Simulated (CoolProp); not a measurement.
Saturation properties of fluoroethane (R161).

Model: reference Helmholtz-energy equation of state, Wu 2012, in CoolProp.

```csv
T (K),p (bar),vapour density (kg/m³),liquid cp (kJ/(kg K)),surface tension (mN/m)
296.3,8.787,20.39,2.281,9.53
302.3,10.34,24.06,2.328,8.73
308.3,12.08,?,2.380,7.94
314.3,14.03,33.14,2.438,7.15
320.3,16.20,38.74,2.504,6.38
326.3,18.62,45.23,2.580,5.61
332.3,?,52.79,2.672,4.85
338.3,?,61.68,2.790,4.11
344.3,27.46,72.28,2.951,3.37
```

### Question
Some entries are withheld; supply them.

### Answer

- 308.3, vapour density (kg/m³): 28.28
- 332.3, p (bar): 21.28
- 338.3, p (bar): 24.22

It boils at 235.6 K under 1 atm.

Surface tension comes from a separate correlation (Mulero 2012).
